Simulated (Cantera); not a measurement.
Cantera with NASA thermochemical tables; ideal gases at 1 bar, condensed phases pure. Values are per mole of reaction as written; species without (g) are pure solids or liquids, kept so even where they would boil at 1 bar.

Q: Between 498 and 2498 K, where is each reaction favourable under standard conditions?
- N2(g) + NbO2 → Nb + 2 NO(g)

A: 
- N2(g) + NbO2 → Nb + 2 NO(g): ΔG° is 872 kJ at 498 K and 509 kJ at 2498 K; it stays positive (K < 1). ΔH° is 846 kJ and ΔS° 135 J/K at 2498 K.
